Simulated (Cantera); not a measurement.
A Cantera script and its output.

```python
import numpy as np
import cantera as ct

gas = ct.Solution("gri30.yaml")
gas.TPX = 823, 500000, {'CH4': 1, 'CO': 0.19, 'O2': 1.9, 'N2': 20.9, 'H2O': 0.58}
inlet = ct.Reservoir(gas, clone=True)
gas.equilibrate("HP")  # start burning
reactor = ct.IdealGasConstPressureReactor(gas, energy="on", clone=False)
exhaust = ct.Reservoir(gas, clone=True)
tau = [0.42, 0.17, 0.071, 0.029, 0.012, 0.0048, 0.002, 0.00081, 0.00033, 0.00014, 5.5e-05][0]
for a, b in ((inlet, reactor), (reactor, exhaust)):
    ct.MassFlowController(a, b, mdot=lambda t: reactor.mass / tau)
net = ct.ReactorNet([reactor])
show = ['CH4', 'CO', 'O2', 'CO2', 'NO', 'CH2CO']

rows = []
print(f"{'tau/s':>10s}{'T/K':>9s}" + "".join(f"{s:>11s}" for s in show))
for tau in [0.42, 0.17, 0.071, 0.029, 0.012, 0.0048, 0.002, 0.00081, 0.00033, 0.00014, 5.5e-05]:
    net.initial_time = 0.0
    net.advance(30 * tau)
    before = gas.X
    net.advance(40 * tau)
    drift = np.max(np.abs(gas.X - before) / (gas.X + 1e-9))
    rows.append([gas.T, *gas[show].X, drift])
    print(f"{tau:10.3e}{gas.T:9.1f}" + "".join(f"{x:11.3e}" for x in gas[show].X))
```

It prints:

```
     tau/s      T/K        CH4         CO         O2        CO2         NO      CH2CO
 4.200e-01   1673.3  4.778e-04  8.247e-03  3.534e-04  3.930e-02  3.005e-06  1.784e-06
 1.700e-01   1670.0  5.229e-04  8.466e-03  6.040e-04  3.896e-02  3.446e-06  3.375e-06
 7.100e-02   1664.8  5.597e-04  8.923e-03  9.762e-04  3.839e-02  4.066e-06  5.402e-06
 2.900e-02   1656.2  6.211e-04  9.722e-03  1.586e-03  3.746e-02  4.704e-06  7.751e-06
 1.200e-02   1641.7  7.496e-04  1.105e-02  2.629e-03  3.591e-02  4.793e-06  1.061e-05
 4.800e-03   1610.2  1.102e-03  1.376e-02  4.953e-03  3.264e-02  3.176e-06  1.741e-05
 2.000e-03    823.0  4.070e-02  7.733e-03  7.733e-02  5.132e-11 -4.854e-21  1.306e-17
 8.100e-04    823.0  4.070e-02  7.733e-03  7.733e-02  1.965e-11  7.708e-27  2.366e-18
 3.300e-04    823.0  4.070e-02  7.733e-03  7.733e-02  7.807e-12  2.299e-27  3.883e-19
 1.400e-04    823.0  4.070e-02  7.733e-03  7.733e-02  3.277e-12  9.536e-28  6.915e-20
 5.500e-05    823.0  4.070e-02  7.733e-03  7.733e-02  1.280e-12  3.596e-28  1.044e-20
```

Model: GRI-Mech 3.0 (53 species, 325 reactions), integrated in Cantera.
